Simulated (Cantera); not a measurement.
Charge: 1 mol PH3, 3.3 mol O2, 29 mol N2, 0.31 mol H2, held at 3098.15 K and 150 bar.

Method: chemical equilibrium by Gibbs-energy minimisation in Cantera with the NASA 1993 tables (ideal gas, pure condensed phases). Candidate condensed phases: H2O, P, P4O10; 32 gas species. The ideal-gas law is rough above about 30 bar. Gases not in the tables: HPO2, HPO3 and P4O6. Equilibrium is a limit: real reactors are often held back by kinetics, nucleation or transport.

**Question.** What is the equilibrium state?

**Answer.** 
| Property | Value |
|---|---|
| x(N2) | 0.859 |
| x(H2O) | 0.0485 |
| x(O2) | 0.0296 |
| x(PO2) | 0.0288 |
| x(NO) | 0.0210 |
| x(OH) | 0.00794 |
| x(O) | 0.00220 |
| x(H2) | 0.00142 |
| x(PO) | 0.00115 |
| gas amount | 33.37 mol |
| log10 activity of P(l) (absent) | -5.02 |
